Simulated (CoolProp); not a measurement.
Vapour-liquid equilibrium of propylene (1) + dimethyl ether (2) at 9.75 °C; x and y are mole fractions of (1).

The numbers come from the multi-fluid Helmholtz-energy mixture model, Lemmon 2013 and Wu 2011; pair parameters Bell 2016 in CoolProp.

| x | bubble pressure (bar) | y at the bubble point | dew pressure at overall composition x (bar) | liquid density (mol/L) |
|---|---|---|---|---|
| 0.05 | 3.969 | 0.107 | 3.823 | 14.75 |
| 0.125 | 4.354 | 0.241 | 4.017 | 14.57 |
| 0.2 | 4.720 | 0.352 | 4.229 | 14.39 |
| 0.275 | 5.068 | 0.445 | 4.460 | 14.21 |
| 0.35 | 5.399 | 0.524 | 4.714 | 14.03 |
| 0.425 | 5.714 | 0.595 | 4.992 | 13.85 |
| 0.5 | 6.014 | 0.658 | 5.295 | 13.68 |
| 0.575 | 6.300 | 0.715 | 5.624 | 13.51 |
| 0.65 | 6.574 | 0.769 | 5.977 | 13.34 |
| 0.725 | 6.838 | 0.820 | 6.351 | 13.18 |
| 0.8 | 7.092 | 0.869 | 6.736 | 13.02 |
| 0.875 | 7.338 | 0.918 | 7.123 | 12.87 |
| 0.95 | 7.577 | 0.967 | 7.497 | 12.72 |

No azeotrope shows between x = 0.05 and 0.95.

Pair parameters are fitted to limited data, so mixtures are less certain than the pure fluids.
